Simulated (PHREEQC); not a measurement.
# Buffer: speciation

A solution holds 15 mmol/kgw HF and 0.056 mmol/kgw Na2CO3, at 25 °C. Closed to the air; pH follows from the charge balance.

Model: ion-association model, phreeqc.dat, run in PHREEQC.

Each row changes one thing in this solution. Precipitation was switched off in this run.

| case | pH | ionic strength (mol/kgw) |
|---|---|---|
| as made | 2.55 | 0.00310 |
| HF from 0.015 to 0.03 mol/kgw | 2.37 | 0.00464 |
| diluted 100-fold with water | 3.91 | 0.000127 |
| 0.011 mol/kgw CaCl2 added | 2.55 | 0.0364 |
| Na2CO3 left out | 2.54 | 0.00304 |
| Na2CO3 from 5.6e-05 to 5.6e-06 mol/kgw | 2.54 | 0.00305 |
| Na2CO3 replaced by Na2SiF6 at the same molality | 2.54 | 0.00322 |
| temperature from 25 to 80 °C | 2.77 | 0.00191 |
| HF left out | 9.65 | 0.000122 |

Some of these states are supersaturated (in Fluorite, for instance). Constants without temperature data keep their 25 °C values here.
